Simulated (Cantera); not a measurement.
Input: 1 mol Si, 0.059 mol CO2, 15 mol H2, held at 727 °C and 1 atm.

Equilibrium computed with Cantera from the NASA thermochemical tables; the gas is ideal and each condensed phase is pure. Candidate condensed phases: C, C6H6, C7H8, C8H18, H2O, Si, SiC, SiO2; 123 gas species. Rates play no part.

Base state: H2 1.000, CH4 3.77e-5 (mole fractions); condensed: Si(s) + SiC(s) + SiO2(β-quartz).

What changes in the equilibrium state with this change: Si replaced by SiC?


```json
[
 {"species": "H2", "before": "1.000", "after": "0.992"},
 {"species": "CH4", "before": "3.77e-5", "after": "0.00793"},
 {"species": "Si(s), mol", "before": "0.883", "after": "0"},
 {"species": "SiC(s), mol", "before": "0.0584", "after": "0.941"},
 {"species": "SiO2(β-quartz), mol", "before": "0.0590", "after": "0.0590"}
]
```
